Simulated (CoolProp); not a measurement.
Saturation properties of the fluoroketone C6F12O (FK-5-1-12).

Values from CoolProp's reference Helmholtz-energy equation of state, McLinden 2015.

```json
[
 {"T (K)": "211.7", "p (bar)": "0.001408", "vapour density (kg/m³)": "0.02530", "liquid cp (kJ/(kg K))": "1.107"},
 {"T (K)": "237.6", "p (bar)": "0.01335", "vapour density (kg/m³)": "0.2141", "liquid cp (kJ/(kg K))": "1.092"},
 {"T (K)": "263.4", "p (bar)": "0.07287", "vapour density (kg/m³)": "___", "liquid cp (kJ/(kg K))": "1.089"},
 {"T (K)": "289.2", "p (bar)": "0.2731", "vapour density (kg/m³)": "3.683", "liquid cp (kJ/(kg K))": "1.097"},
 {"T (K)": "315", "p (bar)": "0.7836", "vapour density (kg/m³)": "9.993", "liquid cp (kJ/(kg K))": "___"},
 {"T (K)": "340.8", "p (bar)": "___", "vapour density (kg/m³)": "___", "liquid cp (kJ/(kg K))": "1.143"},
 {"T (K)": "366.6", "p (bar)": "3.796", "vapour density (kg/m³)": "47.06", "liquid cp (kJ/(kg K))": "1.185"},
 {"T (K)": "392.4", "p (bar)": "___", "vapour density (kg/m³)": "___", "liquid cp (kJ/(kg K))": "___"}
]
```

Q: What belongs in the gaps?

A: 
- 263.4, vapour density (kg/m³): 1.062
- 315, liquid cp (kJ/(kg K)): 1.115
- 340.8, p (bar): 1.852
- 340.8, vapour density (kg/m³): 22.92
- 392.4, p (bar): 7.000
- 392.4, vapour density (kg/m³): 91.05
- 392.4, liquid cp (kJ/(kg K)): 1.254

It boils at 322.2 K under 1 atm.
